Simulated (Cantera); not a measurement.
# Counterflow diffusion flame

A counterflow diffusion flame at 0.500 bar, nozzles 20 mm apart: fuel side C₃H₈ = 1 (molar parts) at 448 K, oxidiser side O₂ : N₂ = 0.2 : 0.8 (molar parts) at 673 K, fuel mass flux 1.4 times the oxidiser's; mixture-averaged transport, no radiation.

Detailed kinetics in Cantera: GRI-Mech 3.0 (53 species, 325 reactions). GRI-Mech 3.0 was tuned for natural gas; its chemistry of propane as a main component is partial and can be far from experiment. GRI-Mech 3.0 has no aromatics or soot, which form on the fuel side of real flames. The maximum strain rate includes the flame's own expansion and is several times the mean.

| oxidiser flux (kg/m²/s) | max strain (1/s) | mean strain (1/s) | T max (K) | peak x OH | peak x H | peak x NO | peak x CO | peak x C₂H₂ |
|---|---|---|---|---|---|---|---|---|
| 0.12 | 223 | 37.5 | 2049 | 0.00841 | 0.00674 | 0.000267 | 0.0733 | 0.0418 |
| 0.17 | 306 | 53.1 | 2026 | 0.00819 | 0.00705 | 0.000240 | 0.0725 | 0.0396 |
| 0.23 | 402 | 71.9 | 2010 | 0.00804 | 0.00734 | 0.000218 | 0.0722 | 0.0380 |
| 0.31 | 528 | 96.9 | 1992 | 0.00785 | 0.00757 | 0.000193 | 0.0720 | 0.0362 |
| 0.42 | 695 | 131 | 1972 | 0.00759 | 0.00775 | 0.000166 | 0.0721 | 0.0341 |
| 0.57 | 919 | 178 | 1949 | 0.00727 | 0.00785 | 0.000138 | 0.0727 | 0.0317 |
| 0.78 | 1220 | 244 | 1921 | 0.00684 | 0.00782 | 0.000108 | 0.0739 | 0.0287 |
x: mole fraction; the columns are a selection and need not sum to one.
